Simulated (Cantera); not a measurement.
A closed system holds: 1 mol AlN, 0.052 mol Cl₂, 0.7 mol N₂, held at 1400 °C and 0.160 bar.

Equilibrium computed with Cantera from the NASA thermochemical tables; the gas is ideal and each condensed phase is pure. Candidate condensed phases: Al, AlCl₃, AlN; 11 gas species. The tables' values for AlCl₂ are old estimates; treat these amounts as uncertain. The numbers say what is thermodynamically allowed, not how fast it happens.

Base state: N₂ 0.945, AlCl₃ 0.0366, AlCl 0.00916, AlCl₂ 0.00877, Cl 2.67e-5 (mole fractions); condensed: AlN(s).

### Question
What changes in the equilibrium state with this change: temperature from 1400 °C to 1377 °C?

### Answer
```json
[
 {"species": "N₂", "before": "0.945", "after": "0.947"},
 {"species": "AlCl₃", "before": "0.0366", "after": "0.0385"},
 {"species": "AlCl₂", "before": "0.00877", "after": "0.00738"},
 {"species": "AlCl", "before": "0.00916", "after": "0.00661"},
 {"species": "Cl", "before": "2.67e-5", "after": "2.18e-5"},
 {"species": "AlN(s), mol", "before": "0.958", "after": "0.960"}
]
```
